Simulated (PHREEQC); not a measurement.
Make-up at 43 °C: 8.1 mmol/kgw NiCl2, 1.9 mmol/kgw KCl and 56 mmol/kgw HCl. Closed to the air; pH follows from the charge balance.

The numbers come from PHREEQC with the ion-association model, wateq4f.dat.

```csv
quantity,before,after
pH,1.33,2.00
Ni+2 (mol/kgw),0.00750,0.00158
NiCl+ (mol/kgw),0.000521,3.46e-5
NiCl2 (mol/kgw),8.31e-5,1.42e-6
```

Problem. What was changed between the two runs?
A. HCl replaced by RbCl at the same molality
B. diluted 5-fold with water
C. temperature from 43 to 20 °C
D. 0.014 mol/kgw H3PO4 added
E. NiCl2 from 0.0081 to 0.0162 mol/kgw

Solution. B, diluted 5-fold with water

No solid was allowed to form. Constants without temperature data keep their 25 °C values here.
